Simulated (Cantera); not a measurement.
What does this Cantera script print?

```python
import numpy as np
import cantera as ct

gas_names = """
    F2 N2 NF3
""".split()
cond_names = """

""".split()


def load(file, names, dense=False):
    # The tables refer to 1 bar. Condensed volumes are neglected.
    table = {s.name: s for s in ct.Species.list_from_file(file)}
    out = []
    for n in names:
        d = dict(table[n].input_data)
        d["thermo"] = dict(d["thermo"], **{"reference-pressure": 1e5})
        if dense:
            d["equation-of-state"] = {"model": "constant-volume", "density": "1e6 g/cm^3"}
        out.append(ct.Species.from_dict(d))
    return out


species = {s.name: s for s in load("nasa_gas.yaml", gas_names) + load("nasa_condensed.yaml", cond_names)}
# Each term lists the table entries of one substance; the one whose range holds T is used.
reactions = {
    '3 F2(g) + N2(g) = 2 NF3(g)':
        [(-3, ['F2']), (-1, ['N2']), (2, ['NF3'])],
}


def pick(names, T):
    return next(species[n] for n in names if species[n].thermo.min_temp <= T <= species[n].thermo.max_temp)


results = []
for label, terms in reactions.items():
    print(label)
    print("     T/K   dH/kJ  dS/(J/K)   dG/kJ   log10 K")
    for T in [300, 2475, 2575, 2675, 2775, 2875]:
        used = [(nu, pick(names, T)) for nu, names in terms]
        dH = sum(nu * s.thermo.h(T) for nu, s in used) / 1e6
        dS = sum(nu * s.thermo.s(T) for nu, s in used) / 1e3
        dG = dH - T * dS / 1e3
        logK = -dG * 1e6 / (ct.gas_constant * T * np.log(10))
        results.append((label, T, dH, dS, dG, logK, [s.name for _, s in used]))
        print(f"{T:8g} {dH:8.1f} {dS:8.1f} {dG:8.1f} {logK:8.2f}")
```

It prints:

```
3 F2(g) + N2(g) = 2 NF3(g)
     T/K   dH/kJ  dS/(J/K)   dG/kJ   log10 K
     300   -263.4   -278.5   -179.9    31.32
    2475   -230.3   -256.3    404.1    -8.53
    2575   -228.1   -255.4    429.6    -8.72
    2675   -225.7   -254.5    455.1    -8.89
    2775   -223.3   -253.6    480.5    -9.05
    2875   -220.8   -252.7    505.9    -9.19
```

Cantera with NASA thermochemical tables; ideal gases at 1 bar, condensed phases pure. Condensed species are held in their standard states even where they would react or evaporate.
